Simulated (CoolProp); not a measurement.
The fluid at 293.15 K and 8.53 MPa flows at 1 m/s in a round tube of 2 mm bore and 0.25 µm roughness, fully developed (64/Re and Nu = 3.66 if laminar; Colebrook and Gnielinski if turbulent). The same conditions are run with several fluids, on thermodynamics alone (safety and materials aside).

The numbers come from the reference Helmholtz-energy equation of state of each fluid (ethanol: Schroeder 2014; sulfur hexafluoride: Guder 2009; n-decane: Lemmon 2006; propylene: Lemmon 2013; R236FA: Pan 2012) in CoolProp.

Rank ethanol, sulfur hexafluoride, n-decane, propylene, R236FA by Reynolds number, highest first.

sulfur hexafluoride (17800), propylene (9570), R236FA (8040), n-decane (1460), ethanol (1270)

| fluid | Darcy friction factor | pressure drop (Pa/m) | heat-transfer coefficient (W/(m² K)) | mass flow (kg/h) |
|---|---|---|---|---|
| ethanol | 0.0504 | 10000 | 309 | 9.01 |
| sulfur hexafluoride | 0.0269 | 10300 | 2870 | 17.3 |
| n-decane | 0.0438 | 8070 | 245 | 8.33 |
| propylene | 0.0314 | 4200 | 2930 | 6.04 |
| R236FA | 0.0329 | 11600 | 2280 | 16.0 |

Transport values come from each fluid's own correlations; those of propylene, R236FA are estimates that may be off by 10 % or more.
